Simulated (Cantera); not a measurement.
A perfectly stirred reactor is fed with 76.3 % CH4, 23.7 % CO2, at 15.0 bar; it is held at 2173 K, and followed from long to short residence time.

Detailed kinetics in Cantera: GRI-Mech 3.0 (53 species, 325 reactions). GRI-Mech 3.0 stops at C3 and has no aromatics, soot or wall deposition, so with more carbon than oxygen in the feed, carbon stays in small species such as C2H2 where larger ones or solid carbon would form. The pressure lies above the range GRI-Mech 3.0 was tuned for (to about 10 atm).

**Question.** Predict: x(CH4) at τ = 29.0 s; x(CO2) at τ = 29.0 s; x(CO) at τ = 29.0 s; x(CH4) at τ = 0.470 s; x(CO2) at τ = 0.470 s; x(CO) at τ = 0.470 s.

**Answer.** 
```json
{
  "x(CH4) at τ = 29.0 s": "0.0151",
  "x(CO2) at τ = 29.0 s": "1.52e-6",
  "x(CO) at τ = 29.0 s": "0.241",
  "x(CH4) at τ = 0.470 s": "0.0152",
  "x(CO2) at τ = 0.470 s": "2.81e-5",
  "x(CO) at τ = 0.470 s": "0.241"
}
```
